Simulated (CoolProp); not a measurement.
The fluid at 293.15 K and 0.0992 MPa is compressed adiabatically to 0.391 MPa with isentropic efficiency 1. The same conditions are run with several fluids, on thermodynamics alone (safety and materials aside).

Values from CoolProp's reference Helmholtz-energy equation of state of each fluid (sulfur dioxide: Gao 2016; CH2F2 (R32): Tillner-Roth 1997; CH3F (R41): Lemmon 2006; R143a: Lemmon and Jacobsen 2000; chloromethane (R40): Thol 2014).

**Question.** Rank sulfur dioxide, CH2F2 (R32), CH3F (R41), R143a, chloromethane (R40) by work (kJ/kg), highest first.

**Answer.** CH3F (R41) (113), chloromethane (R40) (74.4), CH2F2 (R32) (72.1), sulfur dioxide (59.0), R143a (41.7)

```
fluid                final temperature (K)  final density (kg/m³)
-------------------  ---------------------  ---------------------
sulfur dioxide                       387.4                   7.98
CH2F2 (R32)                          377.3                   6.62
CH3F (R41)                           390.7                   4.15
R143a                                339.5                   12.2
chloromethane (R40)                  382.6                   6.39
```
